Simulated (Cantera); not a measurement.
Charge: 1 mol Pb, 0.34 mol NH₃, 150 mol H₂, held at 1900 K and 1 atm.

Cantera equilibrium calculation (NASA polynomials, part measured and part estimated; ideal gas, pure solids and liquids). Candidate condensed phases: Pb; 11 gas species. Kinetics and transport are ignored.

Base state: H₂ 0.992, Pb 0.00659, N₂ 0.00112, H 0.000785 (mole fractions); condensed: gas only.

What changes in the equilibrium state with this change: pressure from 1 atm to 15.0 mbar?


```tsv
species	before	after
H₂	0.992	0.986
Pb	0.00659	0.00657
H	0.000785	0.00643
N₂	0.00112	0.00112
```

What changes in the equilibrium state with this change: NH₃ from 0.34 to 0.45 mol?


```tsv
species	before	after
H₂	0.992	0.991
Pb	0.00659	0.00658
N₂	0.00112	0.00148
H	0.000785	0.000785
```

What changes in the equilibrium state with this change: NH₃ from 0.34 to 1.2 mol?


```json
[
 {"species": "H₂", "before": "0.992", "after": "0.989"},
 {"species": "Pb", "before": "0.00659", "after": "0.00652"},
 {"species": "N₂", "before": "0.00112", "after": "0.00391"},
 {"species": "H", "before": "0.000785", "after": "0.000784"}
]
```
